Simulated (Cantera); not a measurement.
An isothermal, constant-pressure homogeneous reactor starts with CO : O2 : H2O : N2 = 0.0018 : 0.0047 : 0.0016 : 1 (molar parts), equivalence ratio 0.19, at 1173 K and 2.40 bar. Integrator tolerance rtol = 1e-08.

Detailed kinetics in Cantera: GRI-Mech 3.0 (53 species, 325 reactions).

**Question.** What does this change do: 0.0039 parts CH4 added?

**Answer.** 
```csv
quantity,before,after
x(CO) at 10.0 s,4.41e-10 (gas-phase equilibrium 1.72e-10),0.00402 (gas-phase equilibrium 0.00318)
x(O2) at 10.0 s,0.00377 (gas-phase equilibrium 0.00376),2.37e-5 (gas-phase equilibrium <1e-12)
x(H2O) at 10.0 s,0.00159 (gas-phase equilibrium 0.00159),0.00630 (gas-phase equilibrium 0.00456)
x(O) at 10.0 s,1.41e-9 (gas-phase equilibrium 5.57e-10),5.81e-11 (gas-phase equilibrium <1e-12)
x(H2) at 10.0 s,2.59e-10 (gas-phase equilibrium 1.20e-10),0.00224 (gas-phase equilibrium 0.00470)
```
